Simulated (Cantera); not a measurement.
A perfectly stirred reactor is fed with CH4 : O2 : N2 = 1 : 1.82 : 6.84 (molar parts), at 1.09 atm; it is adiabatic with a 575 K inlet, and is followed from long to short residence time, starting on the burning branch (τ in s: 0.042, 0.02, 0.0094, 0.0045, 0.0021, 0.001, 0.00048, 0.00023, 0.00011, 5.2e-05, 2.5e-05).

Detailed kinetics in Cantera: GRI-Mech 3.0 (53 species, 325 reactions).

Q: What does this change do: pressure from 1.09 atm to 4.93 atm?

A: 
| quantity | before | after |
|---|---|---|
| blow-out, bracketed by the residence times tried | burning at 52.0 µs, out at 25.0 µs | burning at 25.0 µs, the shortest tried |
| x(CH4) at τ = 42.0 ms | 5.64e-6 | 3.52e-6 |
| x(O2) at τ = 42.0 ms | 0.00254 | 0.000808 |
| x(H) at τ = 42.0 ms | 0.00197 | 0.000860 |
| x(CH3) at τ = 42.0 ms | 4.02e-6 | 2.30e-6 |
| x(NO) at τ = 42.0 ms | 0.00106 | 0.000882 |
| x(CH4) at τ = 1.00 ms | 8.55e-5 | 5.42e-5 |
| x(O2) at τ = 1.00 ms | 0.00932 | 0.00340 |
| x(H) at τ = 1.00 ms | 0.00679 | 0.00199 |
| x(CH3) at τ = 1.00 ms | 4.82e-5 | 3.59e-5 |
| x(NO) at τ = 1.00 ms | 0.000318 | 0.000569 |

Q: What does this change do: N2 6.84 to 9 parts?

A: 
```json
[
 {"quantity": "blow-out, bracketed by the residence times tried", "before": "burning at 52.0 µs, out at 25.0 µs", "after": "burning at 0.110 ms, out at 52.0 µs"},
 {"quantity": "x(CH4) at τ = 42.0 ms", "before": "5.64e-6", "after": "1.12e-5"},
 {"quantity": "x(O2) at τ = 42.0 ms", "before": "0.00254", "after": "0.00125"},
 {"quantity": "x(H) at τ = 42.0 ms", "before": "0.00197", "after": "0.00132"},
 {"quantity": "x(CH3) at τ = 42.0 ms", "before": "4.02e-6", "after": "6.72e-6"},
 {"quantity": "x(NO) at τ = 42.0 ms", "before": "0.00106", "after": "0.000364"},
 {"quantity": "x(CH4) at τ = 1.00 ms", "before": "8.55e-5", "after": "0.000130"},
 {"quantity": "x(O2) at τ = 1.00 ms", "before": "0.00932", "after": "0.00721"},
 {"quantity": "x(H) at τ = 1.00 ms", "before": "0.00679", "after": "0.00570"},
 {"quantity": "x(CH3) at τ = 1.00 ms", "before": "4.82e-5", "after": "5.63e-5"},
 {"quantity": "x(NO) at τ = 1.00 ms", "before": "0.000318", "after": "0.000171"}
]
```

Q: What does this change do: 0.34 parts H2 added?

A: 
```csv
quantity,before,after
"blow-out, bracketed by the residence times tried","burning at 52.0 µs, out at 25.0 µs","burning at 52.0 µs, out at 25.0 µs"
x(CH4) at τ = 42.0 ms,5.64e-6,7.69e-6
x(O2) at τ = 42.0 ms,0.00254,0.000738
x(H) at τ = 42.0 ms,0.00197,0.00276
x(CH3) at τ = 42.0 ms,4.02e-6,6.12e-6
x(NO) at τ = 42.0 ms,0.00106,0.000630
x(CH4) at τ = 1.00 ms,8.55e-5,8.46e-5
x(O2) at τ = 1.00 ms,0.00932,0.00476
x(H) at τ = 1.00 ms,0.00679,0.00894
x(CH3) at τ = 1.00 ms,4.82e-5,5.87e-5
x(NO) at τ = 1.00 ms,0.000318,0.000347
```
